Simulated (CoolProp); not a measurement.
Vapour-liquid equilibrium of acetone (1) + methanol (2) at 0.087 MPa; x and y are mole fractions of (1).

The numbers come from the multi-fluid Helmholtz-energy mixture model, Lemmon 2006 and de Reuck 1993; pair parameters Bell 2016 in CoolProp.

```tsv
x	bubble temperature (K)	y at the bubble point	dew temperature at overall composition x (K)	liquid density (mol/L)
0.05	332.1	0.107	333.0	22.65
0.2	328.7	0.325	330.7	20.42
0.35	326.7	0.466	328.4	18.53
0.5	325.5	0.579	326.3	16.92
0.65	324.7	0.687	324.9	15.54
0.8	324.3	0.803	324.3	14.35
0.95	324.6	0.943	324.6	13.30
```

y crosses x between x = 0.8 and 0.95: the model has an azeotrope there.

The pair parameters rest on a limited set of measurements; away from them the model extrapolates.
